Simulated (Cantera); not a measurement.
A perfectly stirred reactor is fed with NH3 : H2 = 1 : 11 (molar parts), at 13.5 Torr; it is held at 2173 K, and followed from long to short residence time.

Model: the gas-phase N/H chemistry of the illustrative SiF4/NH3 mechanism in the Surface Chemkin manual (1991), integrated in Cantera. Walls and surfaces, which speed up NH3 decomposition in real reactors, are not modelled.

### Question
What does this change do: pressure from 13.5 Torr to 533 Torr?

### Answer
| quantity | before | after |
|---|---|---|
| x(NH3) at τ = 1.10 s | 0.0164 | 0.00155 |
| x(H2) at τ = 1.10 s | 0.949 | 0.955 |
| x(N2H2) at τ = 1.10 s | 1.88e-7 | 4.73e-9 |
| x(N2H4) at τ = 1.10 s | 8.71e-11 | 6.50e-11 |
| x(NH) at τ = 1.10 s | 1.93e-5 | 3.92e-6 |
| x(NH3) at τ = 19.0 ms | 0.0804 | 0.0314 |
| x(H2) at τ = 19.0 ms | 0.916 | 0.942 |
| x(N2H2) at τ = 19.0 ms | 5.18e-7 | 2.49e-7 |
| x(N2H4) at τ = 19.0 ms | 4.27e-10 | 5.99e-9 |
| x(NH) at τ = 19.0 ms | 1.90e-5 | 1.75e-5 |

### Question
What does this change do: H2 11 to 6.4 parts?

### Answer
```tsv
quantity	before	after
x(NH3) at τ = 1.10 s	0.0164	0.0276
x(H2) at τ = 1.10 s	0.949	0.922
x(N2H2) at τ = 1.10 s	1.88e-7	3.16e-7
x(N2H4) at τ = 1.10 s	8.71e-11	1.68e-10
x(NH) at τ = 1.10 s	1.93e-5	2.20e-5
x(NH3) at τ = 19.0 ms	0.0804	0.129
x(H2) at τ = 19.0 ms	0.916	0.867
x(N2H2) at τ = 19.0 ms	5.18e-7	1.18e-6
x(N2H4) at τ = 19.0 ms	4.27e-10	9.92e-10
x(NH) at τ = 19.0 ms	1.90e-5	2.72e-5
```

### Question
What does this change do: H2 11 to 3.1 parts?

### Answer
| quantity | before | after |
|---|---|---|
| x(NH3) at τ = 1.10 s | 0.0164 | 0.0481 |
| x(H2) at τ = 1.10 s | 0.949 | 0.871 |
| x(N2H2) at τ = 1.10 s | 1.88e-7 | 5.71e-7 |
| x(N2H4) at τ = 1.10 s | 8.71e-11 | 3.49e-10 |
| x(NH) at τ = 1.10 s | 1.93e-5 | 2.60e-5 |
| x(NH3) at τ = 19.0 ms | 0.0804 | 0.229 |
| x(H2) at τ = 19.0 ms | 0.916 | 0.763 |
| x(N2H2) at τ = 19.0 ms | 5.18e-7 | 2.83e-6 |
| x(N2H4) at τ = 19.0 ms | 4.27e-10 | 2.50e-9 |
| x(NH) at τ = 19.0 ms | 1.90e-5 | 3.74e-5 |
